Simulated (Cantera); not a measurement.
# Ignition delay

Mixture: 14.8 % CH₃OH, 17.0 % O₂, 68.2 % N₂, equivalence ratio 1.3, at 101000 Pa, adiabatic and at constant pressure. Ignition delay is the time to a rise of 400 K.

Detailed kinetics in Cantera: GRI-Mech 3.0 (53 species, 325 reactions). GRI-Mech 3.0 was tuned for natural gas; its chemistry of methanol as a main component is partial and can be far from experiment.

```
T0 (K)  delay (ms)
------  ----------
1275          2.85
1350          1.04
1425         0.438
1500         0.206
1575         0.107
1650        0.0605
1725        0.0364
1800        0.0231
1875        0.0154
1950        0.0107
```

The apparent activation energy between 1800 and 1950 K is 150 kJ/mol.
